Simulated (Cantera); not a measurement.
## Stirred combustor or abatement burner

A perfectly stirred reactor is fed with CH3OH : O2 : N2 = 1 : 2 : 7.52 (molar parts), equivalence ratio 0.75, at 12.8 atm; it is adiabatic with a 350 K inlet, and is followed from long to short residence time, starting on the burning branch (τ in s: 0.037, 0.016, 0.0065, 0.0027, 0.0012, 0.00048, 0.0002, 8.5e-05, 3.6e-05).

Detailed kinetics in Cantera: GRI-Mech 3.0 (53 species, 325 reactions). GRI-Mech 3.0 was tuned for natural gas; its chemistry of methanol as a main component is partial and can be far from experiment. The pressure lies above the range GRI-Mech 3.0 was tuned for (to about 10 atm).

| τ (s) | T (K) | x CH3OH | x O2 | x C2H | x NO | x N2O | x CO2 |
|---|---|---|---|---|---|---|---|
| 0.037 | 2001 | 1.09e-6 | 0.0452 | <1e-12 | 0.000148 | 7.02e-7 | 0.0904 |
| 0.016 | 2000 | 2.35e-6 | 0.0452 | <1e-12 | 7.75e-5 | 7.94e-7 | 0.0903 |
| 0.0065 | 1997 | 5.10e-6 | 0.0454 | <1e-12 | 4.42e-5 | 9.83e-7 | 0.0900 |
| 0.0027 | 1992 | 1.03e-5 | 0.0456 | <1e-12 | 2.98e-5 | 1.28e-6 | 0.0895 |
| 0.0012 | 1984 | 1.92e-5 | 0.0460 | <1e-12 | 2.27e-5 | 1.62e-6 | 0.0887 |
| 0.00048 | 1969 | 3.80e-5 | 0.0468 | <1e-12 | 1.73e-5 | 1.93e-6 | 0.0869 |
| 0.00020 | 1943 | 7.40e-5 | 0.0483 | <1e-12 | 1.25e-5 | 2.00e-6 | 0.0839 |
| 8.5e-5 | 1896 | 0.000154 | 0.0513 | 1.16e-12 | 7.81e-6 | 1.79e-6 | 0.0781 |
| 3.6e-5 | 350 | 0.0951 | 0.190 | <1e-12 | <1e-12 | <1e-12 | <1e-12 |
x: mole fraction; the columns are a selection and need not sum to one.
